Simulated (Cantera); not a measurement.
An isothermal, constant-pressure homogeneous reactor starts with CH4 : H2O = 1 : 0.55 (molar parts), at 2175 K and 0.790 bar. Integrator tolerance rtol = 1e-08.

Cantera simulation using GRI-Mech 3.0 (53 species, 325 reactions); the numbers are that mechanism's predictions, not measurements. GRI-Mech 3.0 stops at C3 and has no aromatics, soot or wall deposition, so with more carbon than oxygen in the feed, carbon stays in small species such as C2H2 where larger ones or solid carbon would form.

**Question.** What does this change do: temperature 2175 to 1300 K?

**Answer.** 
```
quantity                                              before                                      after
-----------------  -----------------------------------------  -----------------------------------------
x(CH4) at 4.00 s   0.000797 (gas-phase equilibrium 0.000798)        0.597 (gas-phase equilibrium 0.161)
x(H2O) at 4.00 s     9.68e-7 (gas-phase equilibrium 9.71e-7)      0.345 (gas-phase equilibrium 1.39e-5)
x(C2H) at 4.00 s     1.48e-5 (gas-phase equilibrium 1.48e-5)  7.31e-12 (gas-phase equilibrium 1.13e-12)
x(CO) at 4.00 s          0.177 (gas-phase equilibrium 0.177)      7.34e-5 (gas-phase equilibrium 0.206)
x(H2O2) at 4.00 s      <1e-12 (gas-phase equilibrium <1e-12)      <1e-12 (gas-phase equilibrium <1e-12)
```

**Question.** What does this change do: temperature 2175 to 1425 K?

**Answer.** 
```tsv
quantity	before	after
x(CH4) at 4.00 s	0.000797 (gas-phase equilibrium 0.000798)	0.218 (gas-phase equilibrium 0.114)
x(H2O) at 4.00 s	9.68e-7 (gas-phase equilibrium 9.71e-7)	0.256 (gas-phase equilibrium 3.53e-6)
x(C2H) at 4.00 s	1.48e-5 (gas-phase equilibrium 1.48e-5)	1.23e-9 (gas-phase equilibrium 2.00e-10)
x(CO) at 4.00 s	0.177 (gas-phase equilibrium 0.177)	0.00749 (gas-phase equilibrium 0.199)
x(H2O2) at 4.00 s	<1e-12 (gas-phase equilibrium <1e-12)	<1e-12 (gas-phase equilibrium <1e-12)
```
